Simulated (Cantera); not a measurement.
Standard-state values (1 bar) from the NASA 1993 polynomials, evaluated with Cantera. Values are per mole of reaction as written; species without (g) are pure solids or liquids, kept so even where they would boil at 1 bar.

2 NaCl + H₂(g) ⇌ 2 HCl(g) + 2 Na

```csv
T (K),ΔH° (kJ),ΔS° (J/K),ΔG° (kJ),log10 K,condensed phases
923,629.1,192.9,451.0,-25.52,"NaCl(s), Na(l)"
973,627.3,191.0,441.4,-23.69,"NaCl(s), Na(l)"
1023,(withheld),(withheld),(withheld),(withheld),"NaCl(s), Na(l)"
1073,623.2,187.1,422.5,-20.57,"NaCl(s), Na(l)"
1123,(withheld),(withheld),(withheld),(withheld),"NaCl(l), Na(l)"
1173,562.1,130.3,409.2,-18.22,"NaCl(l), Na(l)"
1223,559.8,128.4,402.7,-17.20,"NaCl(l), Na(l)"
```

Some entries are withheld; supply them.


- 1023, ΔH° (kJ): 625.3
- 1023, ΔS° (J/K): 189.1
- 1023, ΔG° (kJ): 431.9
- 1023, log10 K: -22.05
- 1123, ΔH° (kJ): 564.4
- 1123, ΔS° (J/K): 132.4
- 1123, ΔG° (kJ): 415.8
- 1123, log10 K: -19.34
